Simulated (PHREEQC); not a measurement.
Metal-bearing waste water

A solution holds 0.048 mol ZnSO4, 0.22 mol ZnCl2, 3.1e-05 mol NaF and 0.026 mol NaCl per kg of water, at 25 °C. Closed to the air; pH follows from the charge balance.

All values are PHREEQC results (ion-association model, phreeqc.dat), not measurements.

Precipitation was switched off in this run.

Problem. Predict the pH, density, ionic strength.

Solution. pH 4.87; density 1.032 g/cm³; ionic strength 0.659 mol/kgw.

Problem. In which forms is Na present?

Solution. Na+ 98 %, NaSO4- 1.7 % of the Na.
